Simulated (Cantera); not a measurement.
Input: 1 mol Si3H8, 0.023 mol Cl2, 94 mol H2, 1.3 mol HCl, at 1550 K and 750 Torr.

Equilibrium computed with Cantera from the NASA thermochemical tables; the gas is ideal and each condensed phase is pure. Candidate condensed phases: Si; 19 gas species. The feed counts by its element totals alone. The tables' values for SiCl3 are old estimates; treat these amounts as uncertain. Rates play no part.

Base state: H2 0.987, HCl 0.0124, SiCl2 0.000521, H 3.13e-5, SiCl3 1.19e-5, SiH2Cl2 1.18e-5 (mole fractions); condensed: Si(s).

**Question.** What changes in the equilibrium state with this change: HCl from 1.3 to 2.7 mol?

**Answer.** 
```csv
species,before,after
H2,0.987,0.975
HCl,0.0124,0.0231
SiCl2,0.000521,0.00183
SiCl3,1.19e-5,7.80e-5
SiHCl3,7.38e-6,4.81e-5
SiH2Cl2,1.18e-5,4.07e-5
"Si(s), mol",2.94,2.80
```

**Question.** What changes in the equilibrium state with this change: temperature from 1550 K to 1098.15 K?

**Answer.** 
```
species      before     after
----------  -------  --------
H2            0.987     0.991
HCl          0.0124   0.00699
SiHCl3      7.38e-6   0.00114
H           3.13e-5   2.47e-8
SiCl4       7.55e-7  0.000551
SiH2Cl2     1.18e-5  0.000281
SiCl3       1.19e-5   6.27e-5
Si(s), mol     2.94      2.79
```
